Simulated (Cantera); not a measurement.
A closed system holds: 1 mol CH3SiCl3, 0.013 mol CH4, 4.3 mol H2, equilibrated at 1027 °C and 0.100 bar.

Equilibrium computed with Cantera from the NASA thermochemical tables; the gas is ideal and each condensed phase is pure. The feed counts by its element totals alone. The tables' values for SiCl3 are old estimates; treat these amounts as uncertain. Equilibrium is a limit: real reactors are often held back by kinetics, nucleation or transport.

```tsv
species	before	after
H2	0.643	0.985
HCl	0.335	0.0147
CH4	0.000325	8.24e-5
SiCl4	0.0175	2.60e-7
SiCl2	0.00137	1.61e-5
SiCl3	0.00201	8.40e-7
SiHCl3	0.00153	7.91e-7
SiH2Cl2	1.89e-5	3.40e-7
C(graphite), mol	0.172	0
SiC(s), mol	0.839	0.996
```
Gas species are given as mole fractions.

What was changed between the two runs?
A. CH4 from 0.013 to 0.49 mol
B. temperature from 1027 °C to 1950 °C
C. temperature from 1027 °C to 727 °C
D. H2 from 4.3 to 200 mol

D, H2 from 4.3 to 200 mol
